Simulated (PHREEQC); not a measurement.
A solution holds 0.22 mol NaHCO3 and 0.00034 mol KOH per kg of water, at 25 °C. Closed to the air; pH follows from the charge balance.

All values are PHREEQC results (Pitzer model, pitzer.dat), not measurements.

Question: The ionic strength comes out as 0.224 mol/kgw. What activity coefficients do HCO3-, Na+, K+, OH-, CO3-2 get?

Answer: HCO3- 0.78, Na+ 0.70, K+ 0.61, OH- 0.70, CO3-2 0.18. Single-ion values are on the MacInnes scale.

Precipitation was switched off in this run.
